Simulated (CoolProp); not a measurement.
Computed with CoolProp (reference Helmholtz-energy equation of state, Thol 2022).

Problem. Give the vapour pressure (bar), liquid density (kg/m³), vapour density (kg/m³), enthalpy of vaporisation (kJ/kg) of saturated vinyl chloride at 317.3, 324.1, 334.4 K.

Solution. 
```json
[
 {"T (K)": "317.3", "p (bar)": "6.74", "liquid density (kg/m³)": "862", "vapour density (kg/m³)": "17.9", "enthalpy of vaporisation (kJ/kg)": "304"},
 {"T (K)": "324.1", "p (bar)": "8.01", "liquid density (kg/m³)": "848", "vapour density (kg/m³)": "21.2", "enthalpy of vaporisation (kJ/kg)": "297"},
 {"T (K)": "334.4", "p (bar)": "10.3", "liquid density (kg/m³)": "826", "vapour density (kg/m³)": "27.1", "enthalpy of vaporisation (kJ/kg)": "286"}
]
```
